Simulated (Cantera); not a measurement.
A closed system holds: 1 mol SiH2Cl2, 0.28 mol Cl2, 80 mol H2, 1.4 mol HCl, held at 100 Torr.

Method: chemical equilibrium by Gibbs-energy minimisation in Cantera with the NASA 1993 tables (ideal gas, pure condensed phases). Candidate condensed phases: Si; 19 gas species. Gases not in the tables: Si2H6 and higher silanes. The numbers say what is thermodynamically allowed, not how fast it happens.

Q: Which condensed phases are stable at each of these points (T (K)): 800, 950, 1100, 1250, 1400, 1550, 1700?

A: 
```csv
T (K),condensed phases,Si condensed (%)
800,gas only,0.0
950,Si(s),2.8
1100,Si(s),29.0
1250,Si(s),54.1
1400,Si(s),59.7
1550,Si(s),58.2
1700,Si(l),56.5
```

At 800 K nothing is condensed. From 950 K to 1550 K the condensed part is Si(s). At 1700 K the condensed part is Si(l).
